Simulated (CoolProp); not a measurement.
Benzene along the isobar 4450 kPa: density (kg/m³) from the reference equation and from simpler models built on Tc = 562.0 K, pc = 4906 kPa, ω = 0.211; each cubic takes its own stable root.

Model: reference Helmholtz-energy equation of state, Thol 2012, in CoolProp.

| T (K) | phase | reference |
|---|---|---|
| 378.3 | liquid | 791.0 |
| 392.7 | liquid | 774.6 |
| 407.1 | liquid | 757.6 |
| 421.5 | liquid | 740.1 |
| 435.9 | liquid | 721.9 |
| 450.3 | liquid | 702.8 |
| 464.7 | liquid | 682.6 |
| 479.1 | liquid | 660.9 |
| 493.5 | liquid | 637.1 |
| 507.9 | liquid | 610.4 |
| 522.3 | liquid | 579.0 |
| 536.7 | liquid | 538.7 |
| 551.1 | liquid | 471.4 |
| 565.5 | gas | 133.6 |
| 579.9 | gas | 114.9 |

Q: How far does each simpler model (van der Waals, Redlich-Kwong, Peng-Robinson) lie from the reference over these 15 states: mean and median of the absolute difference, and the worst?

A: 
- van der Waals: mean 35.5 %, median 37.5 %, worst -69.2 % at 551.1 K and 4450 kPa
- Redlich-Kwong: mean 12.8 %, median 12.4 %, worst -24.9 % at 551.1 K and 4450 kPa
- Peng-Robinson: mean 3.6 %, median 3.1 %, worst -12.6 % at 551.1 K and 4450 kPa
